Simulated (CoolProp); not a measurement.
The numbers come from the reference Helmholtz-energy equation of state, Zhou 2012 in CoolProp.

### Question
For o-xylene, give the phase and the Z, speed of sound (m/s), viscosity (µPa s), conductivity (mW/(m K)) at 76.65 °C and 20.1 MPa.

### Answer
- 76.65 °C and 20.1 MPa: liquid; Z 0.864, speed of sound 1260, viscosity 502, conductivity 125

Viscosity comes from a separate model (Cao 2016). Thermal conductivity comes from a separate model (Mylona 2014).
